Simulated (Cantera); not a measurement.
A perfectly stirred reactor is fed with 12.9 % CO, 0.839 % H2, 6.32 % CH4, 12.2 % O2, 45.8 % N2, 21.9 % H2O, at 7.10 bar; it is adiabatic with a 750 K inlet, and is followed from long to short residence time, starting on the burning branch (τ in s: 0.047, 0.023, 0.011, 0.0054, 0.0026, 0.0013, 0.00061, 0.0003, 0.00014, 7e-05, 3.4e-05, 1.6e-05).

Detailed kinetics in Cantera: GRI-Mech 3.0 (53 species, 325 reactions).

Task: Predict: blow-out, bracketed by the residence times tried; x(CO) at τ = 47.0 ms; x(H2) at τ = 47.0 ms; x(CH4) at τ = 47.0 ms; x(HO2) at τ = 47.0 ms; x(N2O) at τ = 47.0 ms; x(CO) at τ = 0.610 ms; x(H2) at τ = 0.610 ms; x(CH4) at τ = 0.610 ms; x(HO2) at τ = 0.610 ms; x(N2O) at τ = 0.610 ms.

Result: 
```
Item                                                                            Result
------------------------------------------------  ------------------------------------
blow-out, bracketed by the residence times tried  burning at 0.300 ms, out at 0.140 ms
x(CO) at τ = 47.0 ms                                                            0.0886
x(H2) at τ = 47.0 ms                                                            0.0554
x(CH4) at τ = 47.0 ms                                                         0.000462
x(HO2) at τ = 47.0 ms                                                          4.41e-8
x(N2O) at τ = 47.0 ms                                                          1.56e-9
x(CO) at τ = 0.610 ms                                                           0.0906
x(H2) at τ = 0.610 ms                                                           0.0430
x(CH4) at τ = 0.610 ms                                                         0.00386
x(HO2) at τ = 0.610 ms                                                         3.76e-6
x(N2O) at τ = 0.610 ms                                                         1.78e-8
```
